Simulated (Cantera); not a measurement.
A perfectly stirred reactor is fed with N2O : H2O = 1 : 0.13 (molar parts), at 120000 Pa; it is held at 1575 K, and followed from long to short residence time.

Cantera simulation using GRI-Mech 3.0 (53 species, 325 reactions); the numbers are that mechanism's predictions, not measurements. GRI-Mech 3.0 was tuned for natural gas; its chemistry of N2O as a main component is partial and can be far from experiment. The temperature is held fixed by assumption; the heat of reaction is taken as removed at once.

| quantity | before | after |
|---|---|---|
| x(N2O) at τ = 2.70 s | 0.00192 | 0.0113 |
| x(H2O) at τ = 2.70 s | 0.0797 | 0.0799 |
| x(HO2) at τ = 2.70 s | 6.72e-7 | 3.72e-7 |
| x(NO2) at τ = 2.70 s | 0.000145 | 9.94e-5 |
| x(OH) at τ = 2.70 s | 0.000217 | 0.000504 |
| x(N2O) at τ = 20.0 ms | 0.145 | 0.501 |
| x(H2O) at τ = 20.0 ms | 0.0853 | 0.0993 |
| x(HO2) at τ = 20.0 ms | 3.46e-6 | 9.23e-6 |
| x(NO2) at τ = 20.0 ms | 0.000810 | 0.000676 |
| x(OH) at τ = 20.0 ms | 0.000541 | 0.000756 |

Problem. Which change was made?
A. pressure from 120000 Pa to 13300 Pa
B. temperature 1575 to 1300 K
C. H2O 0.13 to 0.033 parts
D. N2O 1 to 0.14 parts

Solution. A, pressure from 120000 Pa to 13300 Pa
